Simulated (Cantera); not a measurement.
A freely propagating, adiabatic, planar premixed flame of CH₄ : O₂ : N₂ = 1 : 1.54 : 5.78 (molar parts), equivalence ratio 1.3, unburnt at 600 K and 15000 Pa; mixture-averaged transport, grid criteria slope 0.08 and curve 0.16, no radiation.

Computed with Cantera and GRI-Mech 3.0 (53 species, 325 reactions). Burning velocities carry a grid error of a few per cent, more on coarse grids.

Task: What does this change do: 0.27 parts CO2 added?

Result: 
```tsv
quantity	before	after
laminar burning velocity	149 cm/s	128 cm/s
thermal thickness	1.91 mm	2.09 mm
peak x(OH)	0.00727	0.00679
peak x(O)	0.00204	0.00201
peak x(HCO)	9.14e-5	7.64e-5
```

Task: What does this change do: inlet temperature 600 to 400 K?

Result: 
```tsv
quantity	before	after
laminar burning velocity	149 cm/s	72.2 cm/s
thermal thickness	1.91 mm	2.24 mm
peak x(OH)	0.00727	0.00525
peak x(O)	0.00204	0.00132
peak x(HCO)	9.14e-5	6.55e-5
```
